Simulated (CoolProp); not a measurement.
A simple Rankine cycle with water: condensing at 312.15 K, boiler at 2.9 MPa, turbine inlet 507.2 K, turbine efficiency 0.7, pump efficiency 0.7, no recuperator. Each further row changes one setting.

Computed with CoolProp (reference Helmholtz-energy equation of state, Wagner 2002).

```csv
case,thermal efficiency (%),net work (kJ/kg),heat in (kJ/kg),turbine exit temperature (K),volume ratio over the turbine
as stated,23.2,613,2640,312.1,249
turbine inlet 527.2 K,23.3,631,2710,312.1,238
condensing temperature 304.15 K,24.1,645,2680,304.1,375
boiler pressure 2.03 MPa,22.1,596,2690,312.1,170
turbine efficiency 0.6,19.9,525,2640,312.1,260
```

The expansion ends wet for: as stated; turbine inlet 527.2 K; condensing temperature 304.15 K; boiler pressure 2.03 MPa; turbine efficiency 0.6.
